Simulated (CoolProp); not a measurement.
Vapour-liquid equilibrium of n-octane (1) + ethylbenzene (2) at 255.15 °C; x and y are mole fractions of (1).

Model: multi-fluid Helmholtz-energy mixture model, Beckmüller 2019 and Zhou 2012; pair parameters Bell 2016, in CoolProp.

| x | bubble pressure, mixture model (kPa) | bubble pressure, Raoult's law (kPa) | y, mixture model | y, Raoult's law |
|---|---|---|---|---|
| 0.05 | 1131 | 1122 | 0.064 | 0.062 |
| 0.125 | 1163 | 1143 | 0.153 | 0.152 |
| 0.2 | 1193 | 1164 | 0.237 | 0.239 |
| 0.275 | 1220 | 1186 | 0.316 | 0.323 |
| 0.35 | 1246 | 1207 | 0.392 | 0.403 |
| 0.425 | 1269 | 1228 | 0.465 | 0.481 |
| 0.5 | 1291 | 1249 | 0.537 | 0.557 |
| 0.575 | 1311 | 1271 | 0.607 | 0.630 |
| 0.65 | 1329 | 1292 | 0.676 | 0.700 |
| 0.725 | 1346 | 1313 | 0.744 | 0.768 |
| 0.8 | 1360 | 1335 | 0.813 | 0.834 |
| 0.875 | 1373 | 1356 | 0.883 | 0.898 |
| 0.95 | 1385 | 1377 | 0.953 | 0.960 |

The largest gap from Raoult's law is +3.3 % in bubble pressure, at x = 0.425. No azeotrope shows between x = 0.05 and 0.95.

The pair parameters rest on a limited set of measurements; away from them the model extrapolates.
